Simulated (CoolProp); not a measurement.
Toluene along the isobar 18100 kPa: fugacity coefficient from the reference equation and from simpler models built on Tc = 591.7 K, pc = 4126 kPa, ω = 0.266; each cubic takes its own stable root.

Computed with CoolProp (reference Helmholtz-energy equation of state, Lemmon 2006). It is a short technical equation, of lower accuracy than the large ones.

| T (K) | phase | reference | van der Waals | Redlich-Kwong | Peng-Robinson |
|---|---|---|---|---|---|
| 346.5 | liquid | 0.003361 | 0.04957 | 0.007791 | 0.003367 |
| 385.6 | liquid | 0.01090 | 0.07936 | 0.02109 | 0.01083 |
| 424.6 | liquid | 0.02696 | 0.1159 | 0.04487 | 0.02683 |
| 463.7 | liquid | 0.05495 | 0.1584 | 0.08077 | 0.05503 |
| 502.8 | liquid | 0.09670 | 0.2053 | 0.1284 | 0.09766 |
| 541.9 | liquid | 0.1521 | 0.2554 | 0.1859 | 0.1549 |
| 580.9 | liquid | 0.2188 | 0.3072 | 0.2503 | 0.2243 |
| 620 | supercritical | 0.2939 | 0.3598 | 0.3189 | 0.3025 |
